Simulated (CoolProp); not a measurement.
Saturated liquid density (kg/m³) of CH3F (R41): the reference equation beside estimates from Tc = 317.3 K, pc = 59.06 bar, ω = 0.200. Rackett uses Z = 0.29056 − 0.08775 ω.

Model: reference Helmholtz-energy equation of state, Lemmon 2006, in CoolProp. It is a short technical equation, of lower accuracy than the large ones.

| T (K) | reference | Rackett | Redlich-Kwong | Soave-Redlich-Kwong | Peng-Robinson |
|---|---|---|---|---|---|
| 144.7 | 978.8 | 831.1 | 761.1 | 769.0 | 864.1 |
| 159.9 | 950.3 | 807.8 | 739.9 | 750.2 | 844.3 |
| 175 | 921.2 | 783.8 | 716.9 | 729.6 | 822.4 |
| 190.2 | 890.7 | 758.5 | 691.7 | 706.7 | 797.8 |
| 205.3 | 858.8 | 732.1 | 664.2 | 681.3 | 770.3 |
| 220.5 | 824.7 | 703.8 | 633.9 | 652.8 | 739.1 |
| 235.7 | 787.9 | 673.5 | 600.3 | 620.5 | 703.5 |
| 250.8 | 747.8 | 640.6 | 562.9 | 583.8 | 662.5 |

Absolute difference from the reference over all 8 rows, mean and median: Rackett 14.8 and 14.8 %, Redlich-Kwong 22.9 and 22.5 %, Soave-Redlich-Kwong 21.1 and 21.0 %, Peng-Robinson 10.9 and 10.7 %.
